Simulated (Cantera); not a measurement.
A closed system holds: 1 mol CHF3, 0.51 mol F2, held at 24.0 mbar.

These are equilibrium values from Cantera (NASA tables, ideal gas, pure condensed phases), not measurements of a reactor. Candidate condensed phases: C, C6H6, C7H8, C8H18; 95 gas species. Rates play no part.

x: gas mole fraction; n: condensed amount in mol.

```
T (K)    x F   x HF   x CF2    x CF     x C3       x H       x C  n C(graphite)
-----  -----  -----  ------  ------  -------  --------  --------  -------------
2800   0.550  0.279   0.126  0.0407  0.00132  0.000595  0.000275            ___
2875   0.580  0.270  0.0929  0.0512  0.00323   0.00106  0.000610          0.425
2950   0.598  0.261  0.0667  0.0623  0.00756   0.00187   0.00130          0.408
3025   0.604  0.251  0.0468  0.0735   0.0169   0.00326   0.00267            ___
3100   0.594  0.238  0.0318  0.0840   0.0364   0.00557   0.00530            ___
3175   0.610  0.229  0.0191  0.0796   0.0388   0.00900   0.00815              0
3250   0.622  0.219  0.0115  0.0741   0.0395    0.0142    0.0121              0
```

What belongs in the gaps?


- 2800, n C(graphite): 0.385
- 3025, n C(graphite): 0.294
- 3100, n C(graphite): 0.00181
